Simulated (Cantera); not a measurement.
Cantera run, input and output.

```python
import numpy as np
import cantera as ct

gas = ct.Solution("gri30.yaml")
gas.TPX = 1725, 69000, {'CH3OH': 0.78, 'O2': 3.66, 'N2': 13.8}
reactor = ct.IdealGasConstPressureReactor(gas, energy="on", clone=False)
net = ct.ReactorNet([reactor])
net.rtol, net.atol = 1e-08, 1e-16
show = ['CH3OH', 'O2', 'NO', 'H2O2', 'CH2', 'HCO', 'HCN']
times = np.geomspace(6e-06, 0.7, 13)

steps = ct.SolutionArray(gas, extra=["t"])
rows = []
print(f"{'t/s':>10s}{'T/K':>9s}{'P/Pa':>11s}" + "".join(f"{s:>11s}" for s in show))
for t in times:
    while net.time < t:
        t_next = net.step()
        steps.append(gas.state, t=t_next)
    rows.append([np.interp(t, steps.t, y) for y in (steps.T, steps.P, *steps(*show).X.T)])
    print(f"{t:10.3e}{rows[-1][0]:9.1f}{rows[-1][1]:11.4g}" + "".join(f"{x:11.3e}" for x in rows[-1][2:]))
rate = np.gradient(steps.T, steps.t)
print("integrator steps:", len(steps.t))
if steps.T.max() > steps.T[0] + 200:
    print(f"time of steepest temperature rise: {steps.t[rate.argmax()]:.4e} s")
gas.TPX = 1725, 69000, {'CH3OH': 0.78, 'O2': 3.66, 'N2': 13.8}
gas.equilibrate("HP")
print(f"equilibrium (HP): T = {gas.T:.1f} K  " + "  ".join(f"{s} {gas[s].X[0]:.3e}" for s in show))
```

Result:

```
       t/s      T/K       P/Pa      CH3OH         O2         NO       H2O2        CH2        HCO        HCN
 6.000e-06   1724.9    6.9e+04  4.234e-02  2.003e-01  4.133e-12  2.006e-06  5.171e-07  6.196e-08  3.381e-12
 1.586e-05   1725.8    6.9e+04  4.120e-02  1.995e-01  1.741e-11  2.603e-05  5.181e-07  5.332e-07  1.390e-11
 4.194e-05   1745.7    6.9e+04  3.322e-02  1.942e-01  1.363e-10  1.794e-04  5.650e-07  9.950e-06  1.012e-10
 1.109e-04   2047.0    6.9e+04  1.530e-12  1.380e-01  1.069e-06  1.434e-07  5.012e-11  1.172e-08  1.136e-09
 2.932e-04   2207.8    6.9e+04  1.980e-19  1.279e-01  5.048e-05  1.005e-07  3.424e-18  2.267e-09  3.103e-13
 7.751e-04   2331.1    6.9e+04  3.255e-20  1.300e-01  2.028e-04  9.184e-08  8.233e-19  3.810e-10  2.998e-13
 2.049e-03   2372.9    6.9e+04  1.606e-20  1.306e-01  5.202e-04  1.223e-07  3.053e-19  1.456e-10  2.960e-13
 5.418e-03   2373.2    6.9e+04  1.552e-20  1.303e-01  1.263e-03  1.239e-07  2.858e-19  1.382e-10  3.320e-13
 1.433e-02   2370.2    6.9e+04  1.504e-20  1.294e-01  3.067e-03  1.227e-07  2.706e-19  1.342e-10  4.157e-13
 3.788e-02   2364.0    6.9e+04  1.409e-20  1.277e-01  6.755e-03  1.203e-07  2.411e-19  1.263e-10  5.556e-13
 1.001e-01   2356.4    6.9e+04  1.299e-20  1.255e-01  1.128e-02  1.174e-07  2.081e-19  1.171e-10  6.794e-13
 2.648e-01   2353.5    6.9e+04  1.260e-20  1.247e-01  1.296e-02  1.163e-07  1.967e-19  1.138e-10  7.144e-13
 7.000e-01   2353.4    6.9e+04  1.259e-20  1.247e-01  1.302e-02  1.163e-07  1.964e-19  1.137e-10  7.154e-13
integrator steps: 1613
time of steepest temperature rise: 9.5552e-05 s
equilibrium (HP): T = 2353.4 K  CH3OH 1.292e-20  O2 1.247e-01  NO 1.302e-02  H2O2 1.163e-07  CH2 3.449e-19  HCO 1.137e-10  HCN 7.154e-13
```

Computed with Cantera and GRI-Mech 3.0 (53 species, 325 reactions). GRI-Mech 3.0 was tuned for natural gas; its chemistry of methanol as a main component is partial and can be far from experiment.
